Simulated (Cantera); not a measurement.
An isothermal, constant-pressure homogeneous reactor starts with NO : N2 = 1 : 0.72 (molar parts), at 1825 K and 18000 Pa. Integrator tolerance rtol = 1e-08.

Computed with Cantera and GRI-Mech 3.0 (53 species, 325 reactions).

Question: What does this change do: NO 1 to 5.1 parts?

Answer: 
| quantity | before | after |
|---|---|---|
| x(NO) at 10.0 s | 0.306 (gas-phase equilibrium 0.00503) | 0.370 (gas-phase equilibrium 0.00550) |
| x(O2) at 10.0 s | 0.137 (gas-phase equilibrium 0.288) | 0.253 (gas-phase equilibrium 0.435) |
| x(N2) at 10.0 s | 0.556 (gas-phase equilibrium 0.707) | 0.377 (gas-phase equilibrium 0.559) |
| x(N2O) at 10.0 s | 3.40e-5 (gas-phase equilibrium 1.16e-7) | 4.75e-5 (gas-phase equilibrium 1.13e-7) |
| x(NO2) at 10.0 s | 0.000249 (gas-phase equilibrium 5.95e-6) | 0.000408 (gas-phase equilibrium 7.99e-6) |
| x(O) at 10.0 s | 0.000139 (gas-phase equilibrium 0.000196) | 0.000187 (gas-phase equilibrium 0.000240) |
